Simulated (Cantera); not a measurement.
What does this Cantera script print?

```python
import numpy as np
import cantera as ct

gas = ct.Solution("gri30.yaml")
gas.TPX = 650, 101325, {'C3H8': 1, 'O2': 5.21, 'N2': 52.1}
inlet = ct.Reservoir(gas, clone=True)
gas.equilibrate("HP")  # start burning
reactor = ct.IdealGasConstPressureReactor(gas, energy="on", clone=False)
exhaust = ct.Reservoir(gas, clone=True)
tau = [0.1, 0.04, 0.016, 0.0061, 0.0024, 0.00092, 0.00036, 0.00014, 5.5e-05][0]
for a, b in ((inlet, reactor), (reactor, exhaust)):
    ct.MassFlowController(a, b, mdot=lambda t: reactor.mass / tau)
net = ct.ReactorNet([reactor])
show = ['C3H8', 'O2', 'H', 'C2H2', 'O', 'HO2']

rows = []
print(f"{'tau/s':>10s}{'T/K':>9s}" + "".join(f"{s:>11s}" for s in show))
for tau in [0.1, 0.04, 0.016, 0.0061, 0.0024, 0.00092, 0.00036, 0.00014, 5.5e-05]:
    net.initial_time = 0.0
    net.advance(30 * tau)
    before = gas.X
    net.advance(40 * tau)
    drift = np.max(np.abs(gas.X - before) / (gas.X + 1e-9))
    rows.append([gas.T, *gas[show].X, drift])
    print(f"{tau:10.3e}{gas.T:9.1f}" + "".join(f"{x:11.3e}" for x in gas[show].X))
```

Output:

```
     tau/s      T/K       C3H8         O2          H       C2H2          O        HO2
 1.000e-01   1605.3  1.261e-06  4.898e-03  2.047e-04  3.308e-06  1.261e-04  1.048e-06
 4.000e-02   1591.3  2.201e-06  5.603e-03  3.940e-04  4.533e-06  2.097e-04  1.501e-06
 1.600e-02   1572.2  3.864e-06  6.559e-03  7.128e-04  6.334e-06  3.362e-04  2.102e-06
 6.100e-03   1545.2  7.315e-06  7.929e-03  1.215e-03  9.438e-06  5.170e-04  2.992e-06
 2.400e-03   1509.4  1.508e-05  9.889e-03  1.787e-03  1.523e-05  7.025e-04  4.427e-06
 9.200e-04   1448.7  4.329e-05  1.395e-02  1.982e-03  3.234e-05  7.182e-04  8.560e-06
 3.600e-04    650.0  1.715e-02  8.935e-02  8.243e-25  3.756e-19  9.561e-24  2.083e-15
 1.400e-04    650.0  1.715e-02  8.935e-02  3.628e-25  1.042e-22  1.573e-24  8.107e-16
 5.500e-05    650.0  1.715e-02  8.935e-02  2.511e-25  7.959e-26  2.434e-25  3.187e-16
```

Detailed kinetics in Cantera: GRI-Mech 3.0 (53 species, 325 reactions). GRI-Mech 3.0 was tuned for natural gas; its chemistry of propane as a main component is partial and can be far from experiment.
